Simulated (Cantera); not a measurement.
Charge: 1 mol N2O, 0.0077 mol SO2, 0.59 mol O2, at 3100 K and 1.35 Torr.

Equilibrium computed with Cantera from the NASA thermochemical tables; the gas is ideal and each condensed phase is pure. Candidate condensed phases: S; 17 gas species. Kinetics and transport are ignored.

Base state: O 0.638, N2 0.317, O2 0.0294, NO 0.0127, S 0.00175, SO 0.000682, N 0.000345, SO2 5.38e-5 (mole fractions); condensed: gas only.

Task: What changes in the equilibrium state with this change: SO2 from 0.0077 to 0.0042 mol?

Result: 
```csv
species,before,after
O,0.638,0.638
N2,0.317,0.318
O2,0.0294,0.0294
S,0.00175,0.000960
SO,0.000682,0.000373
NO,0.0127,0.0128
SO2,5.38e-5,2.95e-5
N,0.000345,0.000346
```
